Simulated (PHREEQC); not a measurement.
Consider water at 45 °C with 0.00062 mol/kgw PbCl2. Closed to the air; pH follows from the charge balance.

The numbers come from PHREEQC with the ion-association model, wateq4f.dat.

No solid was allowed to form.

Q: Order these Pb species by the share of Pb that they hold, largest first: Pb+2, PbOH+, PbCl+.

A: Pb+2 (94 %), PbCl+ (5.9 %), PbOH+ (0.51 %)

The pH is 5.51 and the ionic strength 0.00178 mol/kgw. Saturation is exceeded, for instance for Pb(OH)2; the values hold only as long as no solid forms. Complexes and solids missing from the database can't appear. At this temperature some constants are extrapolated from 25 °C, and those without enthalpy data are left unchanged.
